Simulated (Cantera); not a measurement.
Input: 1 mol SiCl₄, 1.9 mol H₂, 0.85 mol Cl₂, held at 827 °C and 750 Torr.

Method: chemical equilibrium by Gibbs-energy minimisation in Cantera with the NASA 1993 tables (ideal gas, pure condensed phases). Candidate condensed phases: Si; 19 gas species. The tables' values for SiCl₃ are old estimates; treat these amounts as uncertain. Kinetics and transport are ignored.

Base state: HCl 0.456, H₂ 0.277, SiCl₄ 0.264, SiHCl₃ 0.00237, SiCl₃ 0.000251 (mole fractions); condensed: gas only.

Question: What changes in the equilibrium state with this change: Cl₂ from 0.85 to 2.1 mol?

Answer: 
| species | before | after |
|---|---|---|
| HCl | 0.456 | 0.760 |
| SiCl₄ | 0.264 | 0.200 |
| Cl₂ | <1e-9 | 0.0398 |
| H₂ | 0.277 | 3.38e-9 |
| SiHCl₃ | 0.00237 | <1e-9 |
| SiCl₃ | 0.000251 | 1.26e-8 |
| Cl | 2.00e-8 | 0.000302 |
